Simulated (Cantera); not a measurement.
# Catalytic combustion on Pt

An isothermal plug-flow reactor at 825 K and 5.00 bar (inlet), inlet velocity 0.21 m/s, active area per volume 790 1/m; feed H₂ : O₂ : N₂ : H₂O = 0.014 : 0.18 : 0.79 : 0.0087 (molar parts).

Model: Deutschmann's 1995 Pt surface mechanism with GRI-Mech 3.0 gas chemistry, integrated in Cantera. Catalytic surfaces can have several steady states; this one follows from the mechanism file's or the stated starting coverage. Mass transfer to the wall is taken as infinitely fast.

| z (m) | x H₂ | x O₂ | x H₂O | θ free Pt | θ O* | θ OH* |
|---|---|---|---|---|---|---|
| 0.0001 | 0.00457 | 0.177 | 0.0184 | 0.0549 | 0.938 | 0.00680 |
| 0.00022 | 0.00234 | 0.176 | 0.0207 | 0.0348 | 0.960 | 0.00564 |
| 0.00047 | 0.000922 | 0.176 | 0.0221 | 0.0245 | 0.971 | 0.00485 |
| 0.001 | 0.000203 | 0.176 | 0.0228 | 0.0203 | 0.975 | 0.00447 |
| 0.0022 | 9.29e-6 | 0.176 | 0.0230 | 0.0193 | 0.976 | 0.00437 |
| 0.0047 | 1.66e-8 | 0.176 | 0.0230 | 0.0193 | 0.976 | 0.00437 |
| 0.01 | <1e-12 | 0.176 | 0.0230 | 0.0193 | 0.976 | 0.00437 |
x: gas mole fraction; θ: surface coverage.
